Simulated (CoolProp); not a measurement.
R1123 along the isobar 57.2 bar: Z from the reference equation and from simpler models built on Tc = 331.7 K, pc = 45.49 bar, ω = 0.243; each cubic takes its own stable root.

The numbers come from the reference Helmholtz-energy equation of state, Akasaka 2020 in CoolProp.

```csv
T (K),phase,reference,Redlich-Kwong,Soave-Redlich-Kwong,Peng-Robinson
297.3,liquid,0.1815,0.2134,0.2061,0.1827
309.5,liquid,0.1862,0.2221,0.2154,0.1915
321.7,liquid,0.1960,0.2378,0.2329,0.2084
333.9,supercritical,0.2206,0.2707,0.2730,0.2476
346,supercritical,0.3885,0.3812,0.4286,0.4026
358.2,supercritical,0.5525,0.5343,0.5758,0.5454
370.4,supercritical,0.6369,0.6167,0.6568,0.6257
382.6,supercritical,0.6947,0.6730,0.7135,0.6825
394.7,supercritical,0.7383,0.7154,0.7566,0.7262
406.9,supercritical,0.7735,0.7497,0.7915,0.7618
419.1,supercritical,0.8026,0.7780,0.8203,0.7913
431.3,supercritical,0.8271,0.8018,0.8446,0.8163
443.5,supercritical,0.8481,0.8222,0.8653,0.8378
455.6,supercritical,0.8662,0.8397,0.8830,0.8562
467.8,supercritical,0.8821,0.8552,0.8985,0.8725
480,supercritical,0.8962,0.8688,0.9121,0.8869
```
